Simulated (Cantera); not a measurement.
**Stirred combustor or abatement burner**

A perfectly stirred reactor is fed with 4.82 % CH4, 0.627 % C2H6, 19.7 % O2, 74.3 % N2, 0.579 % H2O, equivalence ratio 0.60, at 10.0 bar; it is adiabatic with a 525 K inlet, and is followed from long to short residence time, starting on the burning branch (τ in s: 0.29, 0.1, 0.036, 0.013, 0.0045, 0.0016, 0.00056, 0.0002, 7e-05, 2.5e-05, 8.7e-06).

Computed with Cantera and GRI-Mech 3.0 (53 species, 325 reactions).

```tsv
τ (s)	T (K)	x CH4	x C2H6	x O2	x HO2	x CH2O
0.29	1840	9.95e-7	2.44e-8	0.0784	1.40e-6	1.13e-7
0.10	1840	2.69e-6	6.76e-8	0.0785	1.56e-6	3.09e-7
0.036	1839	6.54e-6	1.72e-7	0.0785	1.96e-6	7.63e-7
0.013	1837	1.46e-5	4.08e-7	0.0786	2.92e-6	1.75e-6
0.0045	1833	3.17e-5	9.53e-7	0.0788	5.22e-6	3.95e-6
0.0016	1825	6.66e-5	2.12e-6	0.0792	1.01e-5	8.62e-6
0.00056	1808	0.000147	4.88e-6	0.0801	2.12e-5	1.96e-5
0.00020	1769	0.000373	1.27e-5	0.0827	4.85e-5	5.01e-5
7.0e-5	525	0.0482	0.00627	0.197	<1e-12	<1e-12
2.5e-5	525	0.0482	0.00627	0.197	<1e-12	<1e-12
8.7e-6	525	0.0482	0.00627	0.197	<1e-12	<1e-12
```
x: mole fraction; the columns are a selection and need not sum to one.
